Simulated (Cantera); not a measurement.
Cantera run:

```python
import numpy as np
import cantera as ct

gas_names = """
    H HO2 H2 H2O H2O2 H2S H2SO4 Mg MgH MgO MgOH MgO2H2 MgS Mg2 O OH O2 O3 S SH SO SO2 SO3 S2 S2O S8
""".split()
cond_names = """
    H2O(s) H2O(L) H2SO4(L) Mg(cr) Mg(L) MgO(s) MgO(L) MgO2H2(s) MgS(s) MgSO4(s) MgSO4(L) S(cr1) S(cr2)
    S(L)
""".split()


def load(file, names, dense=False):
    # The tables refer to 1 bar. Condensed volumes are neglected.
    table = {s.name: s for s in ct.Species.list_from_file(file)}
    out = []
    for n in names:
        d = dict(table[n].input_data)
        d["thermo"] = dict(d["thermo"], **{"reference-pressure": 1e5})
        if dense:
            d["equation-of-state"] = {"model": "constant-volume", "density": "1e6 g/cm^3"}
        out.append(ct.Species.from_dict(d))
    return out


gas = ct.Solution(thermo="ideal-gas", species=load("nasa_gas.yaml", gas_names))
cond = {s.name: ct.Solution(thermo="fixed-stoichiometry", species=[s], name=s.name)
        for s in load("nasa_condensed.yaml", cond_names, dense=True)}
atoms = {
    'MgO': {'Mg': 1, 'O': 1},
    'H2S': {'H': 2, 'S': 1},
    'O2': {'O': 2},
}
top_T = {'MgS(s)': 2250}  # K; cautious upper limits of use, not melting points


def equilibrate(T, P, feed):
    n = {}
    for name, mol in feed.items():
        for a, k in atoms[name].items():
            n[a] = n.get(a, 0.0) + k * mol
    gas.TPX = T, P, n
    mass = sum(n.values()) * gas.mean_molecular_weight
    gas.equilibrate("TP")
    valid = [c for c in cond.values() if c.min_temp <= T <= top_T.get(c.name, c.max_temp)]
    mix = ct.Mixture([(gas, mass / gas.mean_molecular_weight)] + [(c, 0.0) for c in valid])
    mix.T, mix.P = T, P
    mix.equilibrate("TP", solver="vcs", rtol=1e-11, max_steps=5000)
    return mix


results = []
T = 1548  # K
P = 1700  # Pa
for m in [0.23, 0.32, 0.46, 0.65, 0.93, 1.3, 1.9, 2.7]:
    feed = {'MgO': 1, 'H2S': m, 'O2': 1}  # mol
    mix = equilibrate(T, P, feed)
    results.append((T, P, feed, dict(zip(mix.species_names, mix.species_moles))))
    x = sorted(zip(gas.X, gas.species_names), reverse=True)
    print(f"T = {T:g} K  P = {P:g} Pa  n(H2S) = {m:g} mol  gas = {mix.phase_moles(0):.4g} mol")
    print("   x: " + "  ".join(f"{s} {v:.3e}" for v, s in x if v > 0.0001))
    print("   condensed (mol): " + ("  ".join(f"{mix.phase(i).name} {mix.phase_moles(i):.4g}"
          for i in range(1, mix.n_phases) if mix.phase_moles(i) > 1e-12) or "none"))
```

It prints:

```
T = 1548 K  P = 1700 Pa  n(H2S) = 0.23 mol  gas = 1.115 mol
   x: O2 5.870e-01  H2O 2.060e-01  SO2 2.057e-01  SO3 6.058e-04  OH 6.028e-04
   condensed (mol): MgO(s) 1
T = 1548 K  P = 1700 Pa  n(H2S) = 0.32 mol  gas = 1.16 mol
   x: O2 4.478e-01  H2O 2.756e-01  SO2 2.752e-01  SO3 7.079e-04  OH 6.516e-04
   condensed (mol): MgO(s) 1
T = 1548 K  P = 1700 Pa  n(H2S) = 0.46 mol  gas = 1.23 mol
   x: H2O 3.737e-01  SO2 3.733e-01  O2 2.515e-01  SO3 7.197e-04  OH 6.569e-04
   condensed (mol): MgO(s) 1
T = 1548 K  P = 1700 Pa  n(H2S) = 0.65 mol  gas = 1.325 mol
   x: SO2 4.903e-01  H2O 4.903e-01  O2 1.870e-02  OH 3.928e-04  SO3 2.577e-04
   condensed (mol): MgO(s) 1
T = 1548 K  P = 1700 Pa  n(H2S) = 0.93 mol  gas = 1.692 mol
   x: H2O 4.743e-01  SO2 3.479e-01  S2 8.938e-02  H2 6.702e-02  SO 1.038e-02  H2S 7.577e-03  S2O 1.723e-03  SH 1.508e-03  S 1.601e-04
   condensed (mol): MgO(s) 1
T = 1548 K  P = 1700 Pa  n(H2S) = 1.3 mol  gas = 2.177 mol
   x: H2O 4.780e-01  SO2 2.144e-01  S2 1.749e-01  H2 1.018e-01  H2S 1.609e-02  SO 9.635e-03  SH 2.599e-03  S2O 2.238e-03  S 2.240e-04
   condensed (mol): MgO(s) 1
T = 1548 K  P = 1700 Pa  n(H2S) = 1.9 mol  gas = 2.973 mol
   x: H2O 4.564e-01  S2 2.459e-01  H2 1.522e-01  SO2 1.035e-01  H2S 2.854e-02  SO 7.290e-03  SH 3.769e-03  S2O 2.007e-03  S 2.655e-04
   condensed (mol): MgO(s) 1
T = 1548 K  P = 1700 Pa  n(H2S) = 2.7 mol  gas = 4.058 mol
   x: H2O 4.019e-01  S2 2.833e-01  H2 2.172e-01  H2S 4.372e-02  SO2 4.233e-02  SH 4.833e-03  SO 4.830e-03  S2O 1.427e-03  S 2.850e-04  H 1.101e-04
   condensed (mol): MgO(s) 1
```

Cantera equilibrium calculation (NASA polynomials, part measured and part estimated; ideal gas, pure solids and liquids).
